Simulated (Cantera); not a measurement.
Mixture: CO : H₂ : O₂ : N₂ = 1 : 0.47 : 0.613 : 2.3 (molar parts), at 5.00 bar, adiabatic and at constant volume. Ignition delay is the time to a rise of 400 K.

Computed with Cantera and GRI-Mech 3.0 (53 species, 325 reactions). The hydrogen kinetics of GRI-Mech 3.0 are dated; newer H2 mechanisms differ, most at raised pressure. Where the delays flatten at high temperature, the 400 K rule measures the pace of heat release, not the induction time.

Predict: delay at 1248 K; delay at 1323 K; delay at 1398 K; delay at 1473 K; delay at 1548 K; delay at 1623 K; delay at 1698 K.


| Item | Result |
|---|---|
| delay at 1248 K | 12.6 µs |
| delay at 1323 K | 7.87 µs |
| delay at 1398 K | 5.63 µs |
| delay at 1473 K | 4.35 µs |
| delay at 1548 K | 3.55 µs |
| delay at 1623 K | 3.03 µs |
| delay at 1698 K | 2.68 µs |
